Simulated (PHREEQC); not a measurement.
Synthetic water in mg/L, 25 °C, pH 3.43, pe 9.3:

```
constituent  mg/L
-----------  ----
Na            407
K            22.6
Ca            194
Mg           69.6
Cl            103
S(6) as SO4  1550
Fe(3)        3.68
```

Valence states are taken as typed.

Model: ion-association model, wateq4f.dat, run in PHREEQC.

```
quantity                             before    after
----------------------------------  -------  -------
ionic strength (mol/kgw)             0.0455    0.163
SO4-2 (mol/kgw)                      0.0124   0.0440
Ca+2 (mol/kgw)                      0.00310   0.0102
CaSO4 (mol/kgw)                     0.00175  0.00928
Mg+2 (mol/kgw)                      0.00171  0.00543
MgSO4 (mol/kgw)                     0.00116  0.00611
SI of Gypsum (CaSO4:2H2O)             -0.47    +0.26
SI of Jarosite-K (KFe3(SO4)2(OH)6)    +2.94    +4.91
```

### Question
Which change was made?
A. Ca from 194 to 388 mg/L
B. temperature from 25 to 80 °C at the same typed pH
C. all concentrations times 4 at the same typed pH

### Answer
C, all concentrations times 4 at the same typed pH

This is a speciation only: nothing precipitates in the calculation. Some of these states are supersaturated (in Jarosite-K, Jarosite-Na, for instance).
